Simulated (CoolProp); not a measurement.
Vapour-liquid equilibrium of propylene (1) + n-hexane (2) at 280.2 K; x and y are mole fractions of (1).

Values from CoolProp's multi-fluid Helmholtz-energy mixture model, Lemmon 2013 and Thol 2019; pair parameters Bell 2016.

```csv
x,bubble pressure (kPa),y at the bubble point,dew pressure at overall composition x (kPa),liquid density (mol/L)
0.05,60.12,___,9.169,7.958
0.2,168.5,0.953,10.89,8.520
0.35,253.3,0.971,___,9.151
0.5,340.8,0.982,17.39,9.859
0.65,440.5,0.989,___,10.65
0.8,553.4,___,43.12,11.52
0.95,675.2,0.999,161.0,12.43
```

Problem. Fill in the missing entries.

Solution. 
- 0.05, y at the bubble point: 0.858
- 0.35, dew pressure at overall composition x (kPa): 13.39
- 0.65, dew pressure at overall composition x (kPa): 24.79
- 0.8, y at the bubble point: 0.995

No azeotrope shows between x = 0.05 and 0.95.

The pair parameters rest on a limited set of measurements; away from them the model extrapolates. The gap from Raoult's law changes sign with composition, which may be real or a fault of the pair parameters; it wasn't checked against measurements.
